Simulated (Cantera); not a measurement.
An isothermal, constant-pressure homogeneous reactor starts with NO : N2 = 1 : 1.1 (molar parts), at 1600 K and 0.987 atm.

Model: GRI-Mech 3.0 (53 species, 325 reactions), integrated in Cantera.

Task: Predict: x(NO) at 300 s; x(O2) at 300 s; x(N2O) at 300 s; x(O) at 300 s; x(N2) at 300 s.

Result: 
- x(NO) at 300 s = 0.0387 (gas-phase equilibrium 0.00203)
- x(O2) at 300 s = 0.219 (gas-phase equilibrium 0.237)
- x(N2O) at 300 s = 6.40e-7 (gas-phase equilibrium 1.19e-7)
- x(O) at 300 s = 6.83e-6 (gas-phase equilibrium 7.11e-6)
- x(N2) at 300 s = 0.743 (gas-phase equilibrium 0.761)
